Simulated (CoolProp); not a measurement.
Vapour pressure (MPa) of diethyl ether: the reference equation beside estimates from Tc = 467.9 K, pc = 3.717 MPa, ω = 0.282.

The numbers come from the reference Helmholtz-energy equation of state, Thol 2014 in CoolProp.

```tsv
T (K)	reference	Lee-Kesler	Redlich-Kwong
294.6	0.06230	0.06114	0.1241
304.9	0.09195	0.09063	0.1723
315.2	0.1317	0.1303	0.2331
325.5	0.1837	0.1824	0.3084
335.8	0.2504	0.2492	0.3998
346.1	0.3340	0.3332	0.5091
356.4	0.4373	0.4369	0.6381
366.7	0.5629	0.5630	0.7884
377	0.7138	0.7143	0.9616
387.3	0.8928	0.8937	1.159
397.6	1.103	1.104	1.383
407.9	1.348	1.350	1.635
418.3	1.635	1.637	1.918
428.6	1.962	1.965	2.229
438.9	2.337	2.341	2.571
```

Absolute difference from the reference over all 15 rows, mean and median: Lee-Kesler 0.5 and 0.2 %, Redlich-Kwong 45.4 and 40.1 %.
